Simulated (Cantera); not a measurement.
Feed: 1 mol Si3N4, a varied amount of H2O, 1.6 mol H2, at 2223.15 K and 81.0 Pa.

Cantera equilibrium calculation (NASA polynomials, part measured and part estimated; ideal gas, pure solids and liquids). Candidate condensed phases: H2O, Si, SiO2, Si2N2O, Si3N4; 35 gas species. The tables' values for SiN are old estimates; treat these amounts as uncertain. Gases not in the tables: Si2H6 and higher silanes. Equilibrium is a limit: real reactors are often held back by kinetics, nucleation or transport.

Q: At 0.038 mol H2O, list the 5 most abundant gas species with their mole fractions, and the condensed phases.

A: Si 0.412, N2 0.288, H2 0.187, H 0.0975, SiO 0.00550. Condensed: gas only.
